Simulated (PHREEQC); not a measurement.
Dissolve 0.057 mol H2SO4 per kg of water at 25 °C and 100 atm. Closed to the air; pH follows from the charge balance.

All values are PHREEQC results (Pitzer model, pitzer.dat), not measurements.

* **pH**: 1.22
* **ionic strength**: 0.0958 mol/kgw
* **specific conductance**: 26100 µS/cm
* **density**: 1.005 g/cm³
* **osmotic coefficient**: 0.894
* **total alkalinity**: -114 meq/kg

| species | molality | activity | log γ |
|---|---|---|---|
| H+ | 0.0764 | 0.0599 | -0.105 |
| HSO4- | 0.0376 | 0.0299 | -0.099 |
| SO4-2 | 0.0194 | 0.00576 | -0.528 |

Precipitation was switched off in this run. Under pressure, the constants of complexes without a molar volume in the database are unreliable.
